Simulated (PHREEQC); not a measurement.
NaOH is added in steps, without added water, to 1 kg of water holding 0.0035 mol Cu(BF4)2 and 4.1e-05 mol Na2SO4, at 25 °C. Oxygen is held at 0.21 atm. No CO2 enters from the air. Solids allowed: Cu(OH)2, Brochantite, Antlerite, Mirabilite, Chalcanthite, CuF2:2H2O. Others were left out.

Base run: PHREEQC, ion-association model, wateq4f.dat. Each further column changes one thing. The table gives pH.

| NaOH added (mol) | base | diluted 2-fold with water | diluted 10-fold with water | Cu(BF4)2 from 0.0035 to 0.00385 mol/kgw |
|---|---|---|---|---|
| 0 | 2.96 | 3.02 | 3.19 | 2.96 |
| 0.0037 | 3.52 | 3.69 | 10.36 | 3.50 |
| 0.00925 | 4.11 | 4.64 | 11.72 | 4.07 |
| 0.0148 | 4.58 | 8.65 | 12.00 | 4.51 |
| 0.0185 | 4.99 | 10.96 | 12.12 | 4.82 |
| 0.0222 | 5.79 | 11.61 | 12.21 | 5.40 |
| 0.02775 | 6.60 | 11.94 | 12.31 | 5.95 |
| 0.0333 | 9.64 | 12.12 | 12.40 | 8.84 |
| 0.037 | 11.23 | 12.21 | 12.44 | 9.75 |

Real BF4- forms and hydrolyses slowly; the run takes it at equilibrium. The database's constant for dissolved Cu(OH)2 is higher than later reviews accept.
